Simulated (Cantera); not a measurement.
## Premixed flame

A freely propagating, adiabatic, planar premixed flame of 40.8 % H2, 12.7 % O2, 31.8 % N2, 14.7 % H2O, equivalence ratio 1.6, unburnt at 648 K and 6980 Torr; mixture-averaged transport, grid criteria slope 0.08 and curve 0.16, no radiation.

Cantera simulation using the H2/O2 subset of GRI-Mech 3.0, which has no nitrogen chemistry; the numbers are that mechanism's predictions, not measurements. The hydrogen kinetics of GRI-Mech 3.0 are dated; newer H2 mechanisms differ, most at raised pressure. Burning velocities carry a grid error of a few per cent, more on coarse grids.

```tsv
z (mm)	T (K)	u (m/s)	x H2	x O2	x H2O	x H	x H2O2	x OH
-0.0710	648	8.47	0.408	0.127	0.147	<1e-8	<1e-8	<1e-8
-0.0473	648	8.47	0.407	0.127	0.147	<1e-8	<1e-8	<1e-8
-0.0355	648	8.47	0.407	0.127	0.147	<1e-8	2.79e-8	<1e-8
-0.0237	652	8.48	0.404	0.128	0.148	<1e-8	4.90e-7	<1e-8
-0.0118	738	9.33	0.382	0.130	0.158	4.93e-5	4.73e-5	3.96e-5
-0.00591	1048	12.8	0.339	0.119	0.196	0.00219	0.000197	0.000957
0	1477	17.5	0.275	0.0877	0.271	0.0126	6.74e-5	0.00265
0.00591	1780	20.9	0.218	0.0492	0.347	0.0254	9.41e-6	0.00557
0.0118	1951	22.8	0.185	0.0242	0.393	0.0317	5.73e-6	0.00824
0.0237	2111	24.5	0.165	0.00649	0.428	0.0310	2.69e-6	0.0102
0.0473	2234	25.8	0.163	0.00153	0.442	0.0227	1.27e-6	0.00906
0.0946	2323	26.6	0.165	0.000556	0.450	0.0143	6.73e-7	0.00648
0.189	2381	27.2	0.167	0.000200	0.456	0.00843	3.07e-7	0.00412
```
x: mole fraction of selected species; z is measured from the peak of heat release.

```
Quantity                     Result
------------------------  ---------
laminar burning velocity   847 cm/s
thermal thickness         0.0237 mm
peak x(H)                    0.0328
peak x(H2O2)               0.000200
peak x(OH)                   0.0102
grid points                     109
```
